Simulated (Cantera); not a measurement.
Charge: 1 mol SiC, 2.7 mol N₂O, 210 mol N₂, equilibrated at 677 °C and 13.3 mbar.

Cantera equilibrium calculation (NASA polynomials, part measured and part estimated; ideal gas, pure solids and liquids). Candidate condensed phases: C, Si, SiC, SiO₂, Si₂N₂O, Si₃N₄; 34 gas species. Rates play no part.

Base state: N₂ 0.997, CO 0.00328 (mole fractions); condensed: C(graphite) + SiO₂(β-quartz).

Task: What changes in the equilibrium state with this change: SiC replaced by Si₃N₄?

Result: 
```json
[
 {"species": "N₂", "before": "0.997", "after": "1.00"},
 {"species": "CO", "before": "0.00328", "after": "0"},
 {"species": "C(graphite), mol", "before": "0.300", "after": "0"},
 {"species": "SiO₂(β-quartz), mol", "before": "1.00", "after": "0.800"},
 {"species": "Si₂N₂O(s), mol", "before": "0", "after": "1.10"}
]
```
